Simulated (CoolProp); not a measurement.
Vapour-liquid equilibrium of R1234yf (1) + isobutane (2) at 241.4 K; x and y are mole fractions of (1).

Computed with CoolProp (multi-fluid Helmholtz-energy mixture model, Lemmon 2022 and Bücker 2006; pair parameters Bell 2016).

**Question.** Give the bubble pressure and the first vapour's composition at x = 0.2, 0.5, 0.65. Is there an azeotrope?

**Answer.** x = 0.2: 0.07710 MPa, y = 0.519; x = 0.5: 0.09089 MPa, y = 0.664; x = 0.65: 0.09387 MPa, y = 0.721. y crosses x between x = 0.8 and 0.95: the model has an azeotrope there.

The pair parameters rest on a limited set of measurements; away from them the model extrapolates.
